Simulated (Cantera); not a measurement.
A perfectly stirred reactor is fed with H2 : O2 : N2 = 1 : 1.14 : 4.27 (molar parts), equivalence ratio 0.44, at 1.00 bar; it is adiabatic with a 450 K inlet, and is followed from long to short residence time, starting on the burning branch (τ in s: 0.085, 0.045, 0.023, 0.012, 0.0064, 0.0034, 0.0018, 0.00093, 0.00049, 0.00026, 0.00013, 7e-05, 3.7e-05).

Cantera simulation using the H2/O2 subset of GRI-Mech 3.0, which has no nitrogen chemistry; the numbers are that mechanism's predictions, not measurements.

Q: What does this change do: 0.44 parts H2O added?

A: 
```tsv
quantity	before	after
blow-out, bracketed by the residence times tried	burning at 37.0 µs, the shortest tried	burning at 70.0 µs, out at 37.0 µs
x(H2) at τ = 85.0 ms	0.000151	0.000161
x(O2) at τ = 85.0 ms	0.108	0.101
x(OH) at τ = 85.0 ms	0.00109	0.000837
x(H2O2) at τ = 85.0 ms	1.73e-7	2.66e-7
x(HO2) at τ = 85.0 ms	2.78e-6	3.70e-6
x(H2) at τ = 1.80 ms	0.00188	0.00205
x(O2) at τ = 1.80 ms	0.107	0.100
x(OH) at τ = 1.80 ms	0.00356	0.00275
x(H2O2) at τ = 1.80 ms	8.90e-7	1.41e-6
x(HO2) at τ = 1.80 ms	2.33e-5	3.12e-5
```

Q: What does this change do: H2 1 to 1.5 parts?

A: 
```csv
quantity,before,after
"blow-out, bracketed by the residence times tried","burning at 37.0 µs, the shortest tried","burning at 37.0 µs, the shortest tried"
x(H2) at τ = 85.0 ms,0.000151,0.000674
x(O2) at τ = 85.0 ms,0.108,0.0624
x(OH) at τ = 85.0 ms,0.00109,0.00382
x(H2O2) at τ = 85.0 ms,1.73e-7,1.48e-7
x(HO2) at τ = 85.0 ms,2.78e-6,2.52e-6
x(H2) at τ = 1.80 ms,0.00188,0.00509
x(O2) at τ = 1.80 ms,0.107,0.0621
x(OH) at τ = 1.80 ms,0.00356,0.00928
x(H2O2) at τ = 1.80 ms,8.90e-7,3.73e-7
x(HO2) at τ = 1.80 ms,2.33e-5,9.56e-6
```

Q: What does this change do: 0.19 parts H2O added?

A: 
```tsv
quantity	before	after
blow-out, bracketed by the residence times tried	burning at 37.0 µs, the shortest tried	burning at 70.0 µs, out at 37.0 µs
x(H2) at τ = 85.0 ms	0.000151	0.000155
x(O2) at τ = 85.0 ms	0.108	0.105
x(OH) at τ = 85.0 ms	0.00109	0.000975
x(H2O2) at τ = 85.0 ms	1.73e-7	2.10e-7
x(HO2) at τ = 85.0 ms	2.78e-6	3.14e-6
x(H2) at τ = 1.80 ms	0.00188	0.00195
x(O2) at τ = 1.80 ms	0.107	0.104
x(OH) at τ = 1.80 ms	0.00356	0.00319
x(H2O2) at τ = 1.80 ms	8.90e-7	1.10e-6
x(HO2) at τ = 1.80 ms	2.33e-5	2.65e-5
```
